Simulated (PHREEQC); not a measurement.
Make-up at 25 °C: 0.12 mol K2CO3 and 0.0002 mol Fe(NO3)3 per kg of water. Closed to the air; pH follows from the charge balance.

All values are PHREEQC results (ion-association model, phreeqc.dat), not measurements.

| Item | Value |
|---|---|
| pH | 11.34 |
| ionic strength | 0.356 mol/kgw |
| activity of water | 0.994 |
| specific conductance | 22900 µS/cm |
| density | 1.012 g/cm³ |
| total alkalinity | 240 meq/kg |

```
species   molality  activity   log γ
--------  --------  --------  ------
K+           0.240     0.160  -0.175
CO3-2        0.116    0.0297  -0.591
HCO3-      0.00411   0.00292  -0.148
OH-        0.00331   0.00218  -0.180
NO3-      0.000600  0.000386  -0.192
Fe(OH)4-  0.000199  0.000142  -0.148
Fe(OH)3    6.65e-7   7.22e-7   0.036
CO2        2.81e-8   3.05e-8   0.036
```

No solid was allowed to form. Examples of supersaturated solids here: Fe(OH)3(a), Hematite (slow to form). Others may be too.
